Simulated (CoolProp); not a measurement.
Vapour-liquid equilibrium of methanol (1) + dimethyl carbonate (2) at 165.85 °C; x and y are mole fractions of (1).

Values from CoolProp's multi-fluid Helmholtz-energy mixture model, de Reuck 1993 and Zhou 2011; pair parameters Bell 2016.

Problem. Give the bubble pressure and the first vapour's composition at x = 0.125, 0.575, 0.8. Is there an azeotrope?

Solution. x = 0.125: 1010 kPa, y = 0.340; x = 0.575: 1686 kPa, y = 0.734; x = 0.8: 1888 kPa, y = 0.859. No azeotrope shows between x = 0.05 and 0.95.

The pair parameters rest on a limited set of measurements; away from them the model extrapolates.
